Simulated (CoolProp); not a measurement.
Computed with CoolProp (reference Helmholtz-energy equation of state, Guder 2009).

Problem. Give the vapour pressure (MPa), vapour density (kg/m³), enthalpy of vaporisation (kJ/kg), surface tension (mN/m) of saturated sulfur hexafluoride at 268.9 K.

Solution. 
```tsv
T (K)	p (MPa)	vapour density (kg/m³)	enthalpy of vaporisation (kJ/kg)	surface tension (mN/m)
268.9	1.11	92.2	87.0	5.06
```

Surface tension comes from a separate correlation (Mulero 2012).
